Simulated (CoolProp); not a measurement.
Hydrogen chloride along the isobar 9.57 MPa: fugacity coefficient from the reference equation and from simpler models built on Tc = 324.7 K, pc = 8.314 MPa, ω = 0.130; each cubic takes its own stable root.

Values from CoolProp's reference Helmholtz-energy equation of state, Thol 2018.

```json
[
 {"T (K)": "289.4", "phase": "liquid", "reference": "0.3365", "van der Waals": "0.4611", "Redlich-Kwong": "?", "Soave-Redlich-Kwong": "0.3597"},
 {"T (K)": "321.5", "phase": "liquid", "reference": "0.5506", "van der Waals": "0.6159", "Redlich-Kwong": "0.5807", "Soave-Redlich-Kwong": "0.5790"},
 {"T (K)": "353.5", "phase": "supercritical", "reference": "0.6979", "van der Waals": "0.7239", "Redlich-Kwong": "0.7113", "Soave-Redlich-Kwong": "0.7188"},
 {"T (K)": "385.6", "phase": "supercritical", "reference": "0.7716", "van der Waals": "0.7823", "Redlich-Kwong": "0.7802", "Soave-Redlich-Kwong": "0.7927"},
 {"T (K)": "417.7", "phase": "supercritical", "reference": "0.8224", "van der Waals": "0.8244", "Redlich-Kwong": "0.8288", "Soave-Redlich-Kwong": "0.8451"},
 {"T (K)": "449.7", "phase": "supercritical", "reference": "0.8597", "van der Waals": "0.8564", "Redlich-Kwong": "0.8649", "Soave-Redlich-Kwong": "0.8838"},
 {"T (K)": "481.8", "phase": "supercritical", "reference": "0.8883", "van der Waals": "0.8816", "Redlich-Kwong": "0.8926", "Soave-Redlich-Kwong": "0.9133"},
 {"T (K)": "513.8", "phase": "supercritical", "reference": "0.9106", "van der Waals": "0.9016", "Redlich-Kwong": "0.9140", "Soave-Redlich-Kwong": "0.9359"},
 {"T (K)": "545.9", "phase": "supercritical", "reference": "?", "van der Waals": "?", "Redlich-Kwong": "0.9310", "Soave-Redlich-Kwong": "0.9537"},
 {"T (K)": "577.9", "phase": "supercritical", "reference": "0.9427", "van der Waals": "0.9312", "Redlich-Kwong": "0.9446", "Soave-Redlich-Kwong": "0.9676"},
 {"T (K)": "610", "phase": "supercritical", "reference": "0.9545", "van der Waals": "0.9422", "Redlich-Kwong": "0.9556", "Soave-Redlich-Kwong": "0.9787"}
]
```

### Question
Some entries are withheld; supply them.

### Answer

- 289.4, Redlich-Kwong: 0.3767
- 545.9, reference: 0.9284
- 545.9, van der Waals: 0.9179
